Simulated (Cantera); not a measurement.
Input: 1 mol SiH₄, 2.2 mol HCl, 130 mol H₂, equilibrated at 100000 Pa.

Cantera equilibrium calculation (NASA polynomials, part measured and part estimated; ideal gas, pure solids and liquids). Candidate condensed phases: Si; 19 gas species. The tables' values for SiCl₃ are old estimates; treat these amounts as uncertain. Rates play no part.

Q: At 1000 °C, list the 6 most abundant gas species with their mole fractions, and the condensed phases.

A: H₂ 0.985, HCl 0.0134, SiCl₂ 0.000475, SiHCl₃ 0.000332, SiH₂Cl₂ 0.000135, SiCl₄ 0.000113. Condensed: Si(s).
